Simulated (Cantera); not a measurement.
## Al(CH₃)₃ + O₂ + N₂ + N₂O (aluminium nitride and oxide growth)

Charge: 1 mol Al(CH₃)₃, 0.3 mol O₂, 2.6 mol N₂, 5 mol N₂O, at 1450 K and 0.200 bar.

Cantera equilibrium calculation (NASA polynomials, part measured and part estimated; ideal gas, pure solids and liquids). Candidate condensed phases: Al, AlN, Al₂O₃, C, C₆H₆, C₇H₈, C₈H₁₈, H₂O; 148 gas species. The feed counts by its element totals alone. Gases not in the tables: Al(OH)₃. Kinetics and transport are ignored.

```json
{
  "x(N₂)": "0.503",
  "x(H₂)": "0.243",
  "x(CO)": "0.181",
  "x(H₂O)": "0.0554",
  "x(CO₂)": "0.0174",
  "x(H)": "1.04e-5",
  "x(NH₃)": "1.23e-6",
  "n(Al₂O₃(s))": "0.500 mol",
  "gas_amount": "15.10 mol",
  "log10 activity of C(graphite) (absent)": "-3.40",
  "log10 activity of Al(l) (absent)": "-11.85"
}
```
